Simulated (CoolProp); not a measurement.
Properties of fluorine along the isobar 0.101 MPa (Tc = 144.4 K, pc = 5.240 MPa, ω = 0.045).

Values from CoolProp's reference Helmholtz-energy equation of state, de Reuck 1990.

```tsv
T (K)	phase	Z	cp (kJ/(kg K))	speed of sound (m/s)	expansivity (1/kK)
73.8	liquid	0.003964	1.485	934.2	4.140
81.7	liquid	0.003705	1.501	854.9	4.502
89.7	gas	0.9710	0.8145	163.2	12.24
97.6	gas	0.9780	0.8019	170.8	10.99
105.5	gas	0.9829	?	178.1	10.01
113.5	gas	0.9864	0.7876	185.1	9.198
121.4	gas	0.9891	0.7835	191.7	8.527
129.4	gas	0.9911	0.7807	198.1	7.949
137.3	gas	0.9926	0.7789	?	7.456
145.2	gas	0.9938	0.7778	210.1	7.024
153.2	gas	0.9948	0.7774	215.8	6.637
161.1	gas	0.9955	0.7775	221.4	6.296
169.1	gas	0.9962	0.7781	226.8	5.987
177	gas	0.9967	0.7792	232.0	5.711
184.9	gas	0.9972	0.7807	237.0	5.459
192.9	gas	0.9975	0.7825	?	5.227
```

Problem. What belongs in the gaps?

Solution. 
- 105.5, cp (kJ/(kg K)): 0.7934
- 137.3, speed of sound (m/s): 204.2
- 192.9, speed of sound (m/s): 242.0
